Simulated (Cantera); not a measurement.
A closed system holds: 1 mol N2O, 0.71 mol H2, 4.9 mol O2, at 2875 K and 26.0 mbar.

Method: chemical equilibrium by Gibbs-energy minimisation in Cantera with the NASA 1993 tables (ideal gas, pure condensed phases). Candidate condensed phases: H2O; 24 gas species. Equilibrium is a limit: real reactors are often held back by kinetics, nucleation or transport.

Base state: O2 0.437, O 0.297, N2 0.107, OH 0.0573, H 0.0517, H2O 0.0229, NO 0.0216, H2 0.00621 (mole fractions); condensed: gas only.

Q: What changes in the equilibrium state with this change: temperature from 2875 K to 1823 K?

A: 
| species | before | after |
|---|---|---|
| O2 | 0.437 | 0.743 |
| N2 | 0.107 | 0.146 |
| H2O | 0.0229 | 0.104 |
| O | 0.297 | 0.000807 |
| H | 0.0517 | 1.89e-5 |
| OH | 0.0573 | 0.00275 |
| NO | 0.0216 | 0.00364 |
| N | 1.22e-5 | <1e-9 |
| H2 | 0.00621 | 4.96e-5 |

Q: What changes in the equilibrium state with this change: H2 from 0.71 to 0.47 mol?

A: 
| species | before | after |
|---|---|---|
| O2 | 0.437 | 0.464 |
| O | 0.297 | 0.306 |
| N2 | 0.107 | 0.110 |
| OH | 0.0573 | 0.0435 |
| H | 0.0517 | 0.0382 |
| H2O | 0.0229 | 0.0129 |
| NO | 0.0216 | 0.0226 |
| H2 | 0.00621 | 0.00338 |
| HO2 | 1.12e-5 | 8.74e-6 |
| N | 1.22e-5 | 1.24e-5 |
